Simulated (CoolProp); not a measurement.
R143a along the isobar 1130 kPa: Z from the reference equation and from simpler models built on Tc = 345.9 K, pc = 3762 kPa, ω = 0.261; each cubic takes its own stable root.

Values from CoolProp's reference Helmholtz-energy equation of state, Lemmon and Jacobsen 2000.

| T (K) | phase | reference |
|---|---|---|
| 307.1 | gas | 0.8051 |
| 317.1 | gas | 0.8303 |
| 327 | gas | 0.8506 |
| 337 | gas | 0.8676 |
| 346.9 | gas | 0.8819 |
| 356.8 | gas | 0.8941 |
| 366.8 | gas | 0.9047 |
| 376.7 | gas | 0.9139 |
| 386.7 | gas | 0.9221 |
| 396.6 | gas | 0.9293 |
| 406.6 | gas | 0.9357 |
| 416.5 | gas | 0.9414 |
| 426.4 | gas | 0.9465 |
| 436.4 | gas | 0.9511 |

### Question
How far does each simpler model (Pitzer virial, van der Waals, Peng-Robinson) lie from the reference over these 14 states: mean and median of the absolute difference, and the worst?

### Answer
- Pitzer virial: mean 1.5 %, median 1.1 %, worst +4.7 % at 307.1 K and 1130 kPa
- van der Waals: mean 2.1 %, median 1.2 %, worst +7.5 % at 307.1 K and 1130 kPa
- Peng-Robinson: mean 0.4 %, median 0.4 %, worst +1.1 % at 307.1 K and 1130 kPa
